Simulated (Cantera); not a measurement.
## Hydrogen reduction and annealing atmospheres: Cu₂O + H₂ + H₂O

Charge: 1 mol Cu₂O, 1.2 mol H₂, 0.056 mol H₂O, at 0.975 Torr.

Cantera equilibrium calculation (NASA polynomials, part measured and part estimated; ideal gas, pure solids and liquids). Candidate condensed phases: Cu, CuO, Cu(OH)₂, Cu₂O, H₂O; 12 gas species. Rates play no part.

From 1025 °C to 1075 °C the condensed part is Cu(s). From 1125 °C to 1475 °C the condensed part is Cu(l). The main Cu-bearing gas is Cu throughout.

```tsv
T (°C)	x H₂O	x Cu	x H₂	x H	x OH	x Cu₂	n Cu(s)	n Cu(l)
1025	0.841	0.000116	0.159	1.19e-5	8.10e-7	9.32e-9	2.00	0
1075	0.840	0.000360	0.159	2.56e-5	2.18e-6	4.64e-8	2.00	0
1125	0.840	0.000998	0.159	5.23e-5	5.45e-6	1.92e-7	0	2.00
1175	0.839	0.00255	0.159	0.000102	1.28e-5	7.05e-7	0	2.00
1225	0.835	0.00612	0.158	0.000190	2.84e-5	2.37e-6	0	1.99
1275	0.829	0.0138	0.157	0.000338	5.97e-5	7.32e-6	0	1.98
1325	0.815	0.0297	0.154	0.000580	0.000119	2.10e-5	0	1.96
1375	0.789	0.0608	0.149	0.000954	0.000227	5.64e-5	0	1.92
1425	0.739	0.119	0.140	0.00150	0.000408	0.000143	0	1.83
1475	0.650	0.224	0.123	0.00222	0.000686	0.000341	0	1.64
```
x: gas mole fraction; n: condensed amount in mol.
